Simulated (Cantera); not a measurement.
What does this Cantera script print?

```python
import numpy as np
import cantera as ct

gas_names = """
    CL CL2 H HCL H2 N NH NH2 NH3 N2 N2H2 N2H4 Si SiCL SiCL2 SiCL3 SiCL4 SiH SiHCL3 SiH2 SiH2CL2 SiH3
    SiH3CL SiH4 SiN Si2 Si2N Si3
""".split()
cond_names = """
    NH4CL(a) NH4CL(b) Si(cr) Si(L) Si3N4(a)
""".split()


# ... load() reads the species with a 1 bar reference pressure and builds the phases ...
atoms = {
    'SiHCl3': {'Si': 1, 'H': 1, 'CL': 3},
    'N2': {'N': 2},
    'H2': {'H': 2},
}
top_T = {'Si3N4(a)': 2400}  # K; cautious upper limits of use, not melting points


# ... equilibrate(T, P, feed) seeds the gas with the atoms and calls Mixture.equilibrate('TP', solver="vcs", rtol=1e-11, max_steps=5000) ...
results = []
P = 5.5  # Pa
for T in [1423, 1473, 1523, 1573, 1623, 1673, 1723, 1773, 1823]:
    for m in [2.5, 4.5, 8.1, 14, 26, 46, 82]:
        feed = {'SiHCl3': 1, 'N2': 16, 'H2': m}  # mol
        mix = equilibrate(T, P, feed)
        results.append((T, P, feed, dict(zip(mix.species_names, mix.species_moles))))

for T, P, feed, n in results:
    print(f"{T:7g} {feed['H2']:10.4g}  " + (" + ".join(c for c in cond_names if n.get(c, 0) > 1e-12) or "gas only"))
```

It prints:

```
   1423        2.5  Si3N4(a)
   1423        4.5  Si3N4(a)
   1423        8.1  Si3N4(a)
   1423         14  Si3N4(a)
   1423         26  Si3N4(a)
   1423         46  Si3N4(a)
   1423         82  Si(cr)
   1473        2.5  Si3N4(a)
   1473        4.5  Si3N4(a)
   1473        8.1  Si3N4(a)
   1473         14  Si(cr)
   1473         26  Si(cr)
   1473         46  Si(cr)
   1473         82  Si(cr)
   1523        2.5  gas only
   1523        4.5  Si(cr)
   1523        8.1  Si(cr)
   1523         14  Si(cr)
   1523         26  Si(cr)
   1523         46  Si(cr)
   1523         82  Si(cr)
   1573        2.5  gas only
   1573        4.5  Si(cr)
   1573        8.1  Si(cr)
   1573         14  Si(cr)
   1573         26  Si(cr)
   1573         46  Si(cr)
   1573         82  Si(cr)
   1623        2.5  gas only
   1623        4.5  gas only
   1623        8.1  Si(cr)
   1623         14  Si(cr)
   1623         26  Si(cr)
   1623         46  Si(cr)
   1623         82  Si(cr)
   1673        2.5  gas only
   1673        4.5  gas only
   1673        8.1  gas only
   1673         14  Si(cr)
   1673         26  Si(cr)
   1673         46  Si(cr)
   1673         82  gas only
   1723        2.5  gas only
   1723        4.5  gas only
   1723        8.1  gas only
   1723         14  gas only
   1723         26  gas only
   1723         46  gas only
   1723         82  gas only
   1773        2.5  gas only
   1773        4.5  gas only
   1773        8.1  gas only
   1773         14  gas only
   1773         26  gas only
   1773         46  gas only
   1773         82  gas only
   1823        2.5  gas only
   1823        4.5  gas only
   1823        8.1  gas only
   1823         14  gas only
   1823         26  gas only
   1823         46  gas only
   1823         82  gas only
```

Cantera equilibrium calculation (NASA polynomials, part measured and part estimated; ideal gas, pure solids and liquids). N2 is the only nitrogen source here; it is nearly inert below about 1500 K, so the nitride shown seldom forms there in practice. The tables' values for SiCl3 are old estimates.
